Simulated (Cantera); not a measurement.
Input: 1 mol SO₂, 0.39 mol H₂O, equilibrated at 952 °C and 1350 Torr.

Equilibrium computed with Cantera from the NASA thermochemical tables; the gas is ideal and each condensed phase is pure. Candidate condensed phases: H₂O, H₂SO₄, S; 19 gas species. The numbers say what is thermodynamically allowed, not how fast it happens.

Base state: SO₂ 0.719, H₂O 0.281, SO₃ 3.27e-5, H₂ 2.75e-5 (mole fractions); condensed: gas only.

Question: What changes in the equilibrium state with this change: SO₂ replaced by S?

Answer: 
| species | before | after |
|---|---|---|
| S₂ | 2.70e-9 | 0.454 |
| H₂O | 0.281 | 0.286 |
| H₂S | 3.56e-8 | 0.160 |
| SO₂ | 0.719 | 0.0801 |
| S₂O | 1.97e-8 | 0.00971 |
| SH | 1.16e-9 | 0.000280 |
| SO₃ | 3.27e-5 | 1.07e-8 |
Gases not in the tables: S₃ to S₇.

Question: What changes in the equilibrium state with this change: SO₂ replaced by HI?

Answer: 
| species | before | after |
|---|---|---|
| HI | 0 | 0.461 |
| H₂O | 0.281 | 0.271 |
| H₂ | 2.75e-5 | 0.117 |
| SO₂ | 0.719 | 0 |
| I₂ | 0 | 0.0844 |
| I | 0 | 0.0660 |
| SO₃ | 3.27e-5 | 0 |
Further candidate phases: I₂.
